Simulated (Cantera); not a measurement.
Input: 1 mol H2S, 0.19 mol H2, equilibrated at 2848 K and 19.0 Pa.

These are equilibrium values from Cantera (NASA tables, ideal gas, pure condensed phases), not measurements of a reactor. Candidate condensed phases: S; 7 gas species. Equilibrium is a limit: real reactors are often held back by kinetics, nucleation or transport.

Base state: H 0.692, S 0.297, H2 0.00974, SH 0.000679, S2 0.000669 (mole fractions); condensed: gas only.

Task: What changes in the equilibrium state with this change: temperature from 2848 K to 1825 K?

Result: 
```json
[
 {"species": "H2", "before": "0.00974", "after": "0.658"},
 {"species": "S2", "before": "0.000669", "after": "0.259"},
 {"species": "S", "before": "0.297", "after": "0.0335"},
 {"species": "H", "before": "0.692", "after": "0.0259"},
 {"species": "SH", "before": "0.000679", "after": "0.0193"},
 {"species": "H2S", "before": "4.06e-7", "after": "0.00459"}
]
```

Task: What changes in the equilibrium state with this change: temperature from 2848 K to 1875 K?

Result: 
```json
[
 {"species": "H2", "before": "0.00974", "after": "0.642"},
 {"species": "S2", "before": "0.000669", "after": "0.247"},
 {"species": "S", "before": "0.297", "after": "0.0479"},
 {"species": "H", "before": "0.692", "after": "0.0381"},
 {"species": "SH", "before": "0.000679", "after": "0.0212"},
 {"species": "H2S", "before": "4.06e-7", "after": "0.00373"}
]
```

Task: What changes in the equilibrium state with this change: pressure from 19.0 Pa to 1.00 bar?

Result: 
```csv
species,before,after
H2,0.00974,0.557
S2,0.000669,0.188
SH,0.000679,0.0861
H,0.692,0.0721
S,0.297,0.0686
H2S,4.06e-7,0.0283
```
